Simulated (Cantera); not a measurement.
Charge: 1 mol SiC, 0.013 mol N2O, 170 mol H2, at 1875 K and 0.600 Pa.

Equilibrium computed with Cantera from the NASA thermochemical tables; the gas is ideal and each condensed phase is pure. Candidate condensed phases: C, C6H6, C7H8, C8H18, H2O, Si, SiC, SiO2, Si2N2O, Si3N4; 151 gas species. The numbers say what is thermodynamically allowed, not how fast it happens.

Base state: H2 0.761, H 0.233, Si 0.00503, C2H2 (acetylene) 0.000241, SiC2 0.000111, CO 6.71e-5, HCN 4.90e-5, N2 4.14e-5 (mole fractions); condensed: C(graphite).

Problem. What changes in the equilibrium state with this change: pressure from 0.600 Pa to 780000 Pa?

Solution. 
```
species             before     after
----------------  --------  --------
H2                   0.761     0.999
H                    0.233  0.000235
CH4                2.11e-9  0.000158
Si                 0.00503   1.16e-6
SiO                4.56e-8   6.53e-5
SiC2              0.000111     <1e-9
C2H2 (acetylene)  0.000241   3.55e-7
SiH2               1.26e-7   4.97e-5
C(graphite), mol     0.838         0
Si(l), mol               0   0.00763
SiC(s), mol              0     0.971
```
Mutual solubility and eutectic melting of coexisting phases are not modelled. Gases not in the tables: Si2H6 and higher silanes.

Problem. What changes in the equilibrium state with this change: temperature from 1875 K to 1700 K?

Solution. 
```json
[
 {"species": "H2", "before": "0.761", "after": "0.940"},
 {"species": "H", "before": "0.233", "after": "0.0583"},
 {"species": "Si", "before": "0.00503", "after": "0.00168"},
 {"species": "SiC2", "before": "0.000111", "after": "1.32e-5"},
 {"species": "C2H2 (acetylene)", "before": "0.000241", "after": "6.90e-5"},
 {"species": "HCN", "before": "4.90e-5", "after": "2.75e-5"},
 {"species": "N2", "before": "4.14e-5", "after": "5.99e-5"},
 {"species": "C(graphite), mol", "before": "0.838", "after": "0.253"},
 {"species": "SiC(s), mol", "before": "0", "after": "0.699"}
]
```
